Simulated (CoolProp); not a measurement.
Vapour-liquid equilibrium of R1234yf (1) + R134a (2) at 246.7 K; x and y are mole fractions of (1).

Values from CoolProp's multi-fluid Helmholtz-energy mixture model, Lemmon 2022 and Tillner-Roth 1994; pair parameters Bell 2022.

Task: Give the bubble pressure and the first vapour's composition at x = 0.575, 0.8, 0.875. Is there an azeotrope?

Result: x = 0.575: 116.2 kPa, y = 0.599; x = 0.8: 117.1 kPa, y = 0.797; x = 0.875: 116.8 kPa, y = 0.869. y crosses x between x = 0.725 and 0.8: the model has an azeotrope there.

The pair parameters rest on a limited set of measurements; away from them the model extrapolates.
